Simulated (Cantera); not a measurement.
Standard-state values (1 bar) from the NASA 1993 polynomials, evaluated with Cantera. Values are per mole of reaction as written; species without (g) are pure solids or liquids, kept so even where they would boil at 1 bar.

3 TiO2 + 2 C3H8(g) + 2 H(g) ⇌ 3 C2H5OH(g) + 3 TiO(g)

| T (K) | ΔH° (kJ) | ΔS° (J/K) | ΔG° (kJ) | log10 K |
|---|---|---|---|---|
| 300 | 2065.9 | 620.8 | 1879.6 | -327.27 |
| 1123 | 2005.1 | 524.3 | 1416.3 | -65.88 |
| 1273 | ___ | ___ | ___ | ___ |
| 1423 | ___ | ___ | ___ | ___ |
| 1573 | ___ | ___ | ___ | ___ |
| 1723 | 1961.5 | 493.2 | 1111.8 | -33.70 |

### Question
Complete the blanks.

### Answer

- 1273, ΔH° (kJ): 1994.1
- 1273, ΔS° (J/K): 515.1
- 1273, ΔG° (kJ): 1338.4
- 1273, log10 K: -54.92
- 1423, ΔH° (kJ): 1983.2
- 1423, ΔS° (J/K): 507.0
- 1423, ΔG° (kJ): 1261.7
- 1423, log10 K: -46.31
- 1573, ΔH° (kJ): 1972.3
- 1573, ΔS° (J/K): 499.7
- 1573, ΔG° (kJ): 1186.2
- 1573, log10 K: -39.39
